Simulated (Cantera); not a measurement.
Silicon oxide and oxynitride deposition: TEOS + NO + H2

Input: 1 mol TEOS, 0.98 mol NO, 0.27 mol H2, at 0.00240 bar.

Cantera equilibrium calculation (NASA polynomials, part measured and part estimated; ideal gas, pure solids and liquids). Candidate condensed phases: C, C6H6, C7H8, C8H18, H2O, Si, SiC, SiO2, Si2N2O, Si3N4; 151 gas species. The feed counts by its element totals alone. Mutual solubility and eutectic melting of coexisting phases are not modelled. The tables hold silica as quartz up to 1696 K and as liquid above; real silica turns to tridymite and cristobalite and melts near 1996 K. Kinetics and transport are ignored.

```
T (°C)   x H2    x CO     x H2O     x CO2     x N2       x H     x CH4  n C(graphite)  n SiO2(α-quartz)  n SiO2(β-quartz)  n Si2N2O(s)  n SiC(s)
------  -----  ------  --------  --------  -------  --------  --------  -------------  ----------------  ----------------  -----------  --------
427     0.759  0.0754    0.0588    0.0550   0.0401    <1e-12    0.0118           6.27              1.00                 0            0         0
627     0.747   0.215  0.000936  0.000620   0.0357   2.06e-9  0.000418           5.04                 0              1.00            0         0
827     0.747   0.217   3.48e-5   9.96e-6   0.0357   4.56e-7   4.81e-5           5.02                 0              1.00            0         0
1027    0.699   0.300   4.58e-6   1.11e-6  0.00113   1.89e-5   9.22e-6           3.60                 0            0.0513        0.473         0
1227    0.652   0.316   8.49e-7   1.59e-7   0.0311  0.000290   2.62e-6           2.04                 0                 0            0     0.990
1427    0.650   0.315   2.37e-7   3.36e-8   0.0308   0.00243   1.11e-6           2.05                 0                 0            0     0.980
1627    0.641   0.312   8.56e-8   9.90e-9   0.0302    0.0130   5.54e-7           2.07                 0                 0            0     0.961
```
x: gas mole fraction; n: condensed amount in mol.

At 427 °C the condensed part is C(graphite) + SiO2(α-quartz). From 627 °C to 827 °C the condensed part is C(graphite) + SiO2(β-quartz). At 1027 °C the condensed part is C(graphite) + SiO2(β-quartz) + Si2N2O(s). From 1227 °C to 1627 °C the condensed part is C(graphite) + SiC(s).
